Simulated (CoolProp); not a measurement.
A Linde-Hampson liquefier for ethane: isothermal reversible compression at 320 K from 1 atm to 20 MPa, throttling to 1 atm, return gas leaving the recuperator 10 K below the feed. Each further row changes one setting.

Computed with CoolProp (reference Helmholtz-energy equation of state, Bücker 2006).

```json
[
 {"case": "as stated", "liquid yield per pass": "[?]", "compression work (kJ/kg of gas)": "366"},
 {"case": "high pressure 40 MPa", "liquid yield per pass": "[?]", "compression work (kJ/kg of gas)": "[?]"},
 {"case": "warm-end temperature 350 K", "liquid yield per pass": "[?]", "compression work (kJ/kg of gas)": "429"},
 {"case": "warm-end gap 15 K", "liquid yield per pass": "0.444", "compression work (kJ/kg of gas)": "366"}
]
```

### Question
What belongs in the gaps?

### Answer

- as stated, liquid yield per pass: 0.451
- high pressure 40 MPa, liquid yield per pass: 0.446
- high pressure 40 MPa, compression work (kJ/kg of gas): 414
- warm-end temperature 350 K, liquid yield per pass: 0.364
